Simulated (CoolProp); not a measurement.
Vapour-liquid equilibrium of R134a (1) + R141b (2) at 1.01 bar; x and y are mole fractions of (1).

The numbers come from the multi-fluid Helmholtz-energy mixture model, Tillner-Roth 1994 and Lemmon 2006; pair parameters Bell 2016 in CoolProp.

```
x     bubble temperature (°C)  y at the bubble point  dew temperature at overall composition x (°C)  liquid density (mol/L)
----  -----------------------  ---------------------  ---------------------------------------------  ----------------------
0.05                     19.1                  0.400                                           30.6                   10.72
0.2                      -2.1                  0.787                                           26.1                   11.31
0.35                    -11.7                  0.885                                           21.0                   11.74
0.5                     -16.8                  0.925                                           14.9                   12.13
0.65                    -20.1                  0.949                                            7.3                   12.50
0.8                     -22.7                  0.968                                           -3.2                   12.89
0.95                    -25.2                  0.991                                          -20.3                   13.33
```

No azeotrope shows between x = 0.05 and 0.95.

Pair parameters are fitted to limited data, so mixtures are less certain than the pure fluids.
